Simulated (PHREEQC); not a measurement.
PHREEQC input (Pitzer model, pitzer.dat):

```
SOLUTION 1
  temp 75
  units mol/kgw
  pH 7 charge
  Cl 0.348
  Na 0.088
  Ca 0.13
END
USE solution 1
INCREMENTAL_REACTIONS false
REACTION 1
  H2O -1
  0 9.886 18.011 24.689 30.178 34.689 38.397 41.444
  43.949 46.007 47.699 49.089 50.232 51.172 51.944 52.578
  53.1 53.528 53.88 54.17 moles
EQUILIBRIUM_PHASES 1
  Halite 0 0
  Portlandite 0 0
SELECTED_OUTPUT 1
  -reset false
  -pH true
  -pe true
  -ionic_strength true
  -water true
  -activities H2O
  -totals Ca Cl Na
  -molalities H+ Na+ Ca+2 Cl- OH-
  -equilibrium_phases Halite Portlandite
PRINT
  -reset false
END
```

Selected output (columns that matter, 20 of 20 rows; water left (kg) added in front):

```
water left (kg)	pH	mu	Ca	Cl	Na	m_H+	m_Na+	m_Ca+2	m_Cl-	m_OH-	la_H2O	Halite
1	6.2268	0.478	0.13	0.348	0.088	8.1511e-07	0.088	0.13	0.348	8.1511e-07	-0.0038484	0
0.821894	6.2077	0.58158	0.15817	0.42341	0.10707	8.4643e-07	0.10707	0.15817	0.42341	8.4643e-07	-0.0046989	0
0.675514	6.1858	0.70761	0.19245	0.51516	0.13027	8.7986e-07	0.13027	0.19245	0.51516	8.7986e-07	-0.0057476	0
0.555203	6.1605	0.86095	0.23415	0.6268	0.1585	9.153e-07	0.1585	0.23415	0.6268	9.153e-07	-0.0070458	0
0.456313	6.1314	1.0475	0.28489	0.76263	0.19285	9.5253e-07	0.19285	0.28489	0.76263	9.5253e-07	-0.0086608	0
0.375043	6.0975	1.2745	0.34663	0.92789	0.23464	9.9112e-07	0.23464	0.34663	0.92789	9.9112e-07	-0.010682	0
0.30824	6.058	1.5507	0.42175	1.129	0.28549	1.0305e-06	0.28549	0.42175	1.129	1.0305e-06	-0.013233	0
0.253345	6.0117	1.8868	0.51313	1.3736	0.34735	1.0697e-06	0.34735	0.51313	1.3736	1.0697e-06	-0.016482	0
0.208215	5.9566	2.2957	0.62436	1.6714	0.42264	1.1078e-06	0.42264	0.62436	1.6714	1.1078e-06	-0.020668	0
0.171138	5.891	2.7931	0.75962	2.0334	0.51421	1.1434e-06	0.51421	0.75962	2.0334	1.1434e-06	-0.026124	0
0.140655	5.8117	3.3984	0.92425	2.4741	0.62565	1.1751e-06	0.62565	0.92425	2.4741	1.1751e-06	-0.03333	0
0.115613	5.7154	4.1345	1.1244	3.0101	0.76116	1.2017e-06	0.76116	1.1244	3.0101	1.2017e-06	-0.042956	0
0.0950203	5.5971	5.0305	1.3681	3.6624	0.92612	1.2226e-06	0.92612	1.3681	3.6624	1.2226e-06	-0.055967	0
0.0780853	5.4507	6.1215	1.6648	4.4567	1.127	1.2383e-06	1.127	1.6648	4.4567	1.2383e-06	-0.073707	0
0.0641769	5.2682	7.4482	2.0257	5.4225	1.3712	1.2513e-06	1.3712	2.0257	5.4225	1.2513e-06	-0.097988	0
0.0527548	5.0392	9.0608	2.4642	6.5966	1.6681	1.2675e-06	1.6681	2.4642	6.5966	1.2675e-06	-0.13126	0
0.0433504	4.7484	11.026	2.9988	8.0276	2.03	1.2985e-06	2.03	2.9988	8.0276	1.2985e-06	-0.17687	0
0.0356396	4.4738	12.428	3.6476	8.7802	1.485	1.6167e-06	1.485	3.6476	8.7802	1.6167e-06	-0.20602	0.035076
0.0292979	4.1175	14.229	4.4372	9.7913	0.91694	2.0706e-06	0.91694	4.4372	9.7913	2.0706e-06	-0.25002	0.061135
0.0240733	3.6343	16.699	5.4002	11.299	0.49883	2.6947e-06	0.49883	5.4002	11.299	2.6947e-06	-0.32283	0.075992
```

Species that the database lacks are ignored. At this temperature some constants are extrapolated from 25 °C, and those without enthalpy data are left unchanged.
